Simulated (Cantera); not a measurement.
A closed system holds: 1 mol Fe₂O₃, 4.1 mol SO₃, 34 mol N₂, equilibrated at 310000 Pa.

Method: chemical equilibrium by Gibbs-energy minimisation in Cantera with the NASA 1993 tables (ideal gas, pure condensed phases). Candidate condensed phases: Fe, FeO, FeS, FeSO₄, FeS₂, Fe₂O₃, Fe₂(SO₄)₃, Fe₃O₄, S; 19 gas species. The numbers say what is thermodynamically allowed, not how fast it happens.

Task: At 1575 K, list the 4 most abundant gas species with their mole fractions, and the condensed phases.

Result: N₂ 0.847, SO₂ 0.101, O₂ 0.0501, SO₃ 0.00104. Condensed: Fe₂O₃(s).
